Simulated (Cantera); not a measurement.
An isothermal, constant-pressure homogeneous reactor starts with 0.577 % H₂, 99.4 % O₂, equivalence ratio 0.0029, at 1200 K and 20.0 Torr.

Computed with Cantera and the H2/O2 subset of GRI-Mech 3.0, which has no nitrogen chemistry. Radical loss at walls, strong at low pressure, is not modelled.

x: mole fraction; the columns are a selection and need not sum to one.

| t (s) | x H₂ | x O₂ | x H | x H₂O₂ | x OH |
|---|---|---|---|---|---|
| 5.00e-5 | 0.00577 | 0.994 | 2.16e-10 | <1e-12 | 3.21e-10 |
| 0.000139 | 0.00577 | 0.994 | 3.18e-10 | <1e-12 | 1.29e-9 |
| 0.000387 | 0.00577 | 0.994 | 6.73e-10 | <1e-12 | 5.10e-9 |
| 0.00108 | 0.00577 | 0.994 | 3.78e-9 | 5.54e-12 | 3.77e-8 |
| 0.00300 | 0.00576 | 0.994 | (withheld) | 5.23e-11 | (withheld) |
| 0.00834 | 0.000234 | 0.989 | 0.000228 | 5.90e-8 | 0.000778 |
| 0.0232 | 1.25e-5 | 0.990 | 0.000109 | 2.05e-8 | 0.000417 |
| 0.0646 | 8.05e-6 | 0.991 | 5.58e-5 | 1.93e-8 | 0.000336 |
| 0.180 | 3.32e-6 | 0.993 | 1.48e-5 | 1.59e-8 | 0.000217 |
| 0.500 | 8.35e-7 | 0.994 | 1.88e-6 | 9.61e-9 | 0.000109 |
| 1.39 | (withheld) | 0.994 | (withheld) | (withheld) | (withheld) |
| 3.87 | 2.84e-8 | 0.994 | 1.22e-8 | 9.92e-10 | 2.05e-5 |
| 10.8 | 5.93e-9 | 0.994 | 1.19e-9 | 2.49e-10 | 9.44e-6 |
| 30.0 | 1.53e-9 | 0.994 | 1.57e-10 | 7.01e-11 | 4.82e-6 |

Q: Fill in the missing entries.

A: 
- 0.00300, x H: 3.22e-7
- 0.00300, x OH: 3.37e-6
- 1.39, x H₂: 1.56e-7
- 1.39, x H: 1.55e-7
- 1.39, x H₂O₂: 3.67e-9
- 1.39, x OH: 4.77e-5
